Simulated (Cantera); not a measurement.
Cantera run:

```python
import numpy as np
import cantera as ct

gas_names = """
    Electron H H+ H- HO2 H2 H2+ H2- H2O H2O+ H2O2 H2S H2SO4 H3O+ O O+ O- OH OH+ OH- O2 O2+ O2- O3 S S+
    S- SH SO SO2 SO3 S2 S2O S8
""".split()
cond_names = """
    H2O(s) H2O(L) H2SO4(L) S(cr1) S(cr2) S(L)
""".split()


def load(file, names, dense=False):
    # The tables refer to 1 bar. Condensed volumes are neglected.
    table = {s.name: s for s in ct.Species.list_from_file(file)}
    out = []
    for n in names:
        d = dict(table[n].input_data)
        d["thermo"] = dict(d["thermo"], **{"reference-pressure": 1e5})
        if dense:
            d["equation-of-state"] = {"model": "constant-volume", "density": "1e6 g/cm^3"}
        out.append(ct.Species.from_dict(d))
    return out


gas = ct.Solution(thermo="ideal-gas", species=load("nasa_gas.yaml", gas_names))
cond = {s.name: ct.Solution(thermo="fixed-stoichiometry", species=[s], name=s.name)
        for s in load("nasa_condensed.yaml", cond_names, dense=True)}
atoms = {
    'H2S': {'H': 2, 'S': 1},
    'H2O': {'H': 2, 'O': 1},
}
top_T = {}  # K; cautious upper limits of use, not melting points


def equilibrate(T, P, feed):
    n = {}
    for name, mol in feed.items():
        for a, k in atoms[name].items():
            n[a] = n.get(a, 0.0) + k * mol
    gas.TPX = T, P, n
    mass = sum(n.values()) * gas.mean_molecular_weight
    gas.equilibrate("TP")
    valid = [c for c in cond.values() if c.min_temp <= T <= top_T.get(c.name, c.max_temp)]
    mix = ct.Mixture([(gas, mass / gas.mean_molecular_weight)] + [(c, 0.0) for c in valid])
    mix.T, mix.P = T, P
    mix.equilibrate("TP", solver="vcs", rtol=1e-11, max_steps=5000)
    return mix


results = []
feed = {'H2S': 1, 'H2O': 3.6}  # mol
P = 13332.2  # Pa
for T in [2500, 3000, 3500, 4000, 4500, 5000]:
    mix = equilibrate(T, P, feed)
    results.append((T, P, feed, dict(zip(mix.species_names, mix.species_moles))))

top = {s: max(r[3][s] / sum(r[3][g] for g in gas_names) for r in results) for s in gas_names}
cols = sorted((s for s in top if top[s] > 1e-06), key=lambda s: -top[s])[:6]
seen = [c for c in cond_names if any(r[3].get(c, 0) > 1e-12 for r in results)]
print("log10 of partial pressures in bar; condensed amounts in mol")
print(f"{'T/K':>10s}" + "".join(f"{s[:9]:>10s}" for s in cols + seen))
for T, P, feed, n in results:
    ng = sum(n[g] for g in gas_names)
    print(f"{T:10.4g}" + "".join(f"{np.log10(max(n[s] / ng * P / 1e5, 1e-99)):10.3f}" for s in cols)
          + "".join(f"{n.get(c, 0):10.4g}" for c in seen))
```

Output:

```
log10 of partial pressures in bar; condensed amounts in mol
       T/K         H       H2O        H2         O       SO2         S
      2500    -2.259    -1.252    -1.318    -3.998    -2.010    -2.799
      3000    -1.519    -1.491    -1.434    -2.352    -2.232    -2.510
      3500    -1.153    -2.459    -1.848    -1.640    -3.207    -2.185
      4000    -1.069    -3.952    -2.543    -1.488    -4.808    -2.044
      4500    -1.055    -5.314    -3.188    -1.464    -6.333    -2.020
      5000    -1.053    -6.436    -3.722    -1.460    -7.600    -2.017
```

Equilibrium computed with Cantera from the NASA thermochemical tables; the gas is ideal and each condensed phase is pure.
